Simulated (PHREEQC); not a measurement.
**Copper plating or etch bath: an equilibrium model**

Dissolve 120 mmol/kgw Cu(NO3)2, 4.2 mmol/kgw HNO3 and 0.82 mmol/kgw H3BO3 at 20 °C. Closed to the air; pH follows from the charge balance.

All values are PHREEQC results (ion-association model, wateq4f.dat), not measurements.

Each row changes one thing in this solution. This is a speciation only: nothing precipitates in the calculation.

```json
[
 {"case": "as made", "pH": "2.49", "CuOH+ (mol/kgw)": "1.50e-7", "Cu2(OH)2+2 (mol/kgw)": "9.36e-9", "H2BO3- (mol/kgw)": "2.30e-10", "Cu(OH)2 (mol/kgw)": "5.92e-11", "SI of Tenorite (CuO)": "-4.32", "SI of Cu(OH)2 (Cu(OH)2)": "-5.34"},
 {"case": "temperature from 20 to 10 °C", "pH": "2.48", "CuOH+ (mol/kgw)": "1.51e-7", "Cu2(OH)2+2 (mol/kgw)": "3.26e-9", "H2BO3- (mol/kgw)": "1.87e-10", "Cu(OH)2 (mol/kgw)": "[?]", "SI of Tenorite (CuO)": "-4.72", "SI of Cu(OH)2 (Cu(OH)2)": "-5.74"},
 {"case": "Cu(NO3)2 from 0.12 to 0.24 mol/kgw", "pH": "2.50", "CuOH+ (mol/kgw)": "2.71e-7", "Cu2(OH)2+2 (mol/kgw)": "2.36e-8", "H2BO3- (mol/kgw)": "2.88e-10", "Cu(OH)2 (mol/kgw)": "[?]", "SI of Tenorite (CuO)": "-4.08", "SI of Cu(OH)2 (Cu(OH)2)": "-5.11"},
 {"case": "0.0076 mol/kgw KCl added", "pH": "2.49", "CuOH+ (mol/kgw)": "1.49e-7", "Cu2(OH)2+2 (mol/kgw)": "9.21e-9", "H2BO3- (mol/kgw)": "2.31e-10", "Cu(OH)2 (mol/kgw)": "5.86e-11", "SI of Tenorite (CuO)": "-4.32", "SI of Cu(OH)2 (Cu(OH)2)": "-5.35"},
 {"case": "H3BO3 from 0.00082 to 0.0082 mol/kgw", "pH": "2.49", "CuOH+ (mol/kgw)": "1.50e-7", "Cu2(OH)2+2 (mol/kgw)": "9.36e-9", "H2BO3- (mol/kgw)": "2.30e-9", "Cu(OH)2 (mol/kgw)": "[?]", "SI of Tenorite (CuO)": "-4.32", "SI of Cu(OH)2 (Cu(OH)2)": "-5.34"},
 {"case": "diluted 5-fold with water", "pH": "3.15", "CuOH+ (mol/kgw)": "1.89e-7", "Cu2(OH)2+2 (mol/kgw)": "1.43e-8", "H2BO3- (mol/kgw)": "1.60e-10", "Cu(OH)2 (mol/kgw)": "4.35e-10", "SI of Tenorite (CuO)": "-3.48", "SI of Cu(OH)2 (Cu(OH)2)": "-4.51"}
]
```

Q: Fill in the missing entries.

A: 
- temperature from 20 to 10 °C, Cu(OH)2 (mol/kgw): 5.98e-11
- Cu(NO3)2 from 0.12 to 0.24 mol/kgw, Cu(OH)2 (mol/kgw): 9.37e-11
- H3BO3 from 0.00082 to 0.0082 mol/kgw, Cu(OH)2 (mol/kgw): 5.91e-11

The ionic strength passes 0.7 mol/kgw, the rough limit of the ion-association models, in Cu(NO3)2 from 0.12 to 0.24 mol/kgw. Away from 25 °C the constants follow the database's enthalpies or fits; those with neither stay at their 25 °C values.
